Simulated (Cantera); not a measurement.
A perfectly stirred reactor is fed with H2 : O2 : N2 = 0.38 : 1 : 3.4 (molar parts), equivalence ratio 0.19, at 0.410 bar; it is held at 975 K, and followed from long to short residence time.

Model: the H2/O2 subset of GRI-Mech 3.0, which has no nitrogen chemistry, integrated in Cantera. The temperature is held fixed by assumption; the heat of reaction is taken as removed at once.

Q: What does this change do: 0.22 parts H2O added?

A: 
| quantity | before | after |
|---|---|---|
| x(H2) at τ = 0.820 s | 0.00227 | 0.00414 |
| x(O2) at τ = 0.820 s | 0.177 | 0.170 |
| x(HO2) at τ = 0.820 s | 2.42e-5 | 3.40e-5 |
| x(H) at τ = 0.820 s | 1.17e-6 | 9.58e-7 |
| x(OH) at τ = 0.820 s | 6.40e-6 | 3.31e-6 |
| x(H2) at τ = 10.0 ms | 0.00971 | 0.0128 |
| x(O2) at τ = 10.0 ms | 0.180 | 0.174 |
| x(HO2) at τ = 10.0 ms | 5.46e-5 | 6.79e-5 |
| x(H) at τ = 10.0 ms | 8.74e-5 | 6.64e-5 |
| x(OH) at τ = 10.0 ms | 0.000113 | 7.84e-5 |
